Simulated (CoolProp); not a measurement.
Model: reference Helmholtz-energy equation of state, Thol 2016, in CoolProp.

**Question.** For R1234ze(E), give the phase and the cv (kJ/(kg K)), speed of sound (m/s), Joule-Thomson coefficient (K/MPa), viscosity (µPa s) at 57.05 °C and 0.909 bar; 57.05 °C and 13.3 bar; 57.05 °C and 61.9 bar.

**Answer.** 
- 57.05 °C and 0.909 bar: gas; cv 0.854, speed of sound 160, Joule-Thomson coefficient 14.6, viscosity 13.7
- 57.05 °C and 13.3 bar: liquid; cv 0.954, speed of sound 393, Joule-Thomson coefficient 0.257, viscosity 127
- 57.05 °C and 61.9 bar: liquid; cv 0.950, speed of sound 463, Joule-Thomson coefficient 0.0402, viscosity 146

Viscosity comes from a separate model (Bell 2016), an estimate that may be off by 10 % or more.
